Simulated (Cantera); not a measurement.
Input: 1 mol SiH2Cl2, 40 mol N2, held at 1125 K and 1 atm.

Cantera equilibrium calculation (NASA polynomials, part measured and part estimated; ideal gas, pure solids and liquids). Candidate condensed phases: NH4Cl, Si, Si3N4; 28 gas species. N2 is the only nitrogen source here; it is nearly inert below about 1500 K, so the nitride shown seldom forms there in practice. The tables' values for SiCl3 are old estimates; treat these amounts as uncertain. Rates play no part.

Base state: N2 0.955, HCl 0.0329, H2 0.00778, SiCl4 0.00387, SiHCl3 1.59e-5, SiCl3 1.30e-5 (mole fractions); condensed: Si3N4(s).

What changes in the equilibrium state with this change: temperature from 1125 K to 1675 K?


```
species         before     after
-------------  -------  --------
N2               0.955     0.953
HCl             0.0329    0.0314
H2             0.00778   0.00839
SiCl2          5.35e-7   0.00442
SiCl4          0.00387  0.000912
H              3.89e-9   1.06e-5
Cl             1.46e-8   3.09e-5
Si3N4(s), mol    0.280     0.240
```

What changes in the equilibrium state with this change: pressure from 1 atm to 6.70 mbar?


```json
[
 {"species": "N2", "before": "0.955", "after": "0.954"},
 {"species": "HCl", "before": "0.0329", "after": "0.0377"},
 {"species": "H2", "before": "0.00778", "after": "0.00538"},
 {"species": "SiCl4", "before": "0.00387", "after": "0.00262"},
 {"species": "SiCl2", "before": "5.35e-7", "after": "2.88e-5"},
 {"species": "SiCl3", "before": "1.30e-5", "after": "7.83e-5"},
 {"species": "SiHCl3", "before": "1.59e-5", "after": "6.50e-6"},
 {"species": "Si3N4(s), mol", "before": "0.280", "after": "0.296"}
]
```
